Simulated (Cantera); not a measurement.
Source: NASA polynomial tables (part measured, part estimated), evaluated in Cantera. Values are per mole of reaction as written; species without (g) are pure solids or liquids, kept so even where they would boil at 1 bar.

Task: Between 2575 and 2825 K, where is each reaction favourable under standard conditions?
- NbO2(g) + H2(g) = H2O2(g) + Nb

Result: 
- NbO2(g) + H2(g) = H2O2(g) + Nb: ΔG° is 403 kJ at 2575 K and 432 kJ at 2825 K; it stays positive (K < 1). ΔH° is 117 kJ and ΔS° -112 J/K at 2825 K.
